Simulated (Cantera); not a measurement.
Input (Python, Cantera):

```python
import numpy as np
import cantera as ct

gas = ct.Solution("gri30.yaml")
gas.TPX = 425, 170000, {'CH4': 1, 'C2H6': 0.14, 'O2': 4.08, 'N2': 32.2, 'H2O': 1}
inlet = ct.Reservoir(gas, clone=True)
gas.equilibrate("HP")  # start burning
reactor = ct.IdealGasConstPressureReactor(gas, energy="on", clone=False)
exhaust = ct.Reservoir(gas, clone=True)
tau = [0.21, 0.11, 0.054, 0.027, 0.014, 0.0068, 0.0034, 0.0017, 0.00086, 0.00043, 0.00022, 0.00011, 5.4e-05][0]
for a, b in ((inlet, reactor), (reactor, exhaust)):
    ct.MassFlowController(a, b, mdot=lambda t: reactor.mass / tau)
net = ct.ReactorNet([reactor])
show = ['CH4', 'C2H6', 'O2', 'CO', 'N2O', 'C2H2']

rows = []
print(f"{'tau/s':>10s}{'T/K':>9s}" + "".join(f"{s:>11s}" for s in show))
for tau in [0.21, 0.11, 0.054, 0.027, 0.014, 0.0068, 0.0034, 0.0017, 0.00086, 0.00043, 0.00022, 0.00011, 5.4e-05]:
    net.initial_time = 0.0
    net.advance(30 * tau)
    before = gas.X
    net.advance(40 * tau)
    drift = np.max(np.abs(gas.X - before) / (gas.X + 1e-9))
    rows.append([gas.T, *gas[show].X, drift])
    print(f"{tau:10.3e}{gas.T:9.1f}" + "".join(f"{x:11.3e}" for x in gas[show].X))
```

It prints:

```
     tau/s      T/K        CH4       C2H6         O2         CO        N2O       C2H2
 2.100e-01   1186.7  2.564e-04  1.008e-05  4.317e-02  2.353e-03  4.973e-07  7.993e-07
 1.100e-01    425.0  2.603e-02  3.644e-03  1.062e-01  6.791e-16  1.683e-20  3.097e-19
 5.400e-02    425.0  2.603e-02  3.644e-03  1.062e-01 -1.937e-20 -4.800e-25 -8.834e-24
 2.700e-02    425.0  2.603e-02  3.644e-03  1.062e-01 -1.224e-21 -3.032e-26 -5.580e-25
 1.400e-02    425.0  2.603e-02  3.644e-03  1.062e-01 -7.729e-23 -1.915e-27 -3.525e-26
 6.800e-03    425.0  2.603e-02  3.644e-03  1.062e-01 -4.882e-24 -1.210e-28 -2.227e-27
 3.400e-03    425.0  2.603e-02  3.644e-03  1.062e-01 -3.084e-25 -7.642e-30 -1.406e-28
 1.700e-03    425.0  2.603e-02  3.644e-03  1.062e-01 -1.948e-26 -4.827e-31 -8.884e-30
 8.600e-04    425.0  2.603e-02  3.644e-03  1.062e-01 -1.230e-27 -3.049e-32 -5.612e-31
 4.300e-04    425.0  2.603e-02  3.644e-03  1.062e-01 -7.772e-29 -1.926e-33 -3.545e-32
 2.200e-04    425.0  2.603e-02  3.644e-03  1.062e-01 -4.910e-30 -1.217e-34 -2.239e-33
 1.100e-04    425.0  2.603e-02  3.644e-03  1.062e-01 -3.101e-31 -7.685e-36 -1.414e-34
 5.400e-05    425.0  2.603e-02  3.644e-03  1.062e-01 -1.959e-32 -4.855e-37 -8.934e-36
```

Detailed kinetics in Cantera: GRI-Mech 3.0 (53 species, 325 reactions).
